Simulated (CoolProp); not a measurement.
Properties of sulfur hexafluoride along the isotherm 229.5 K (Tc = 318.7 K, pc = 3.755 MPa, ω = 0.210).

Model: reference Helmholtz-energy equation of state, Guder 2009, in CoolProp.

| p (MPa) | phase | density (kg/m³) | Joule-Thomson coefficient (K/MPa) | expansivity (1/kK) |
|---|---|---|---|---|
| 0.0178 | gas | 1.369 | 20.40 | 4.423 |
| 0.0288 | gas | 2.221 | 20.51 | 4.464 |
| 0.0465 | gas | 3.603 | 20.68 | 4.533 |
| 0.0751 | gas | 5.864 | 20.97 | 4.650 |
| 0.121 | gas | 9.570 | 21.46 | 4.851 |
| 0.196 | gas | 15.85 | 22.31 | 5.226 |
| 0.317 | liquid | 1816 | -0.2272 | 2.819 |
| 0.512 | liquid | 1817 | -0.2292 | 2.806 |
| 0.827 | liquid | 1818 | -0.2324 | 2.785 |
| 1.34 | liquid | 1821 | -0.2375 | 2.753 |
| 2.16 | liquid | 1826 | -0.2451 | 2.703 |
| 3.49 | liquid | 1833 | -0.2567 | 2.627 |
